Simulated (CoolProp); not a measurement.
Saturation properties of R22.

Model: reference Helmholtz-energy equation of state, Kamei 1995, in CoolProp.

| T (°C) | p (MPa) | liquid density (kg/m³) | liquid cp (kJ/(kg K)) | surface tension (mN/m) | vapour viscosity (µPa s) |
|---|---|---|---|---|---|
| -30.75 | ? | 1379 | 1.104 | 16.6 | 11.2 |
| -20.85 | 0.2374 | 1349 | ? | 15.0 | 11.6 |
| -10.95 | 0.3430 | 1318 | 1.142 | 13.5 | ? |
| -1.05 | 0.4812 | 1285 | 1.166 | 12.0 | 12.6 |
| 8.95 | 0.6597 | 1250 | 1.196 | 10.5 | 13.1 |
| 18.85 | 0.8811 | 1214 | 1.231 | 9.00 | 13.6 |
| 28.75 | 1.154 | ? | 1.274 | 7.58 | 14.2 |
| 38.65 | 1.484 | 1134 | 1.330 | 6.22 | ? |
| 48.55 | 1.879 | 1089 | 1.406 | 4.90 | 15.4 |
| 58.55 | 2.352 | 1038 | 1.518 | 3.64 | 16.2 |
| 68.45 | 2.903 | 979.9 | 1.703 | 2.47 | 17.2 |
| 78.35 | 3.547 | 907.9 | ? | 1.41 | ? |
| 88.25 | 4.297 | 805.5 | 3.341 | ? | 21.1 |

Q: Complete the blanks.

A: 
- -30.75, p (MPa): 0.1588
- -20.85, liquid cp (kJ/(kg K)): 1.121
- -10.95, vapour viscosity (µPa s): 12.1
- 28.75, liquid density (kg/m³): 1176
- 38.65, vapour viscosity (µPa s): 14.7
- 78.35, liquid cp (kJ/(kg K)): 2.077
- 78.35, vapour viscosity (µPa s): 18.6
- 88.25, surface tension (mN/m): 0.493

It boils at -40.8 °C under 1 atm.

Viscosity comes from a separate model (Bell 2016), an estimate that may be off by 10 % or more. Surface tension comes from a separate correlation (Mulero 2012).
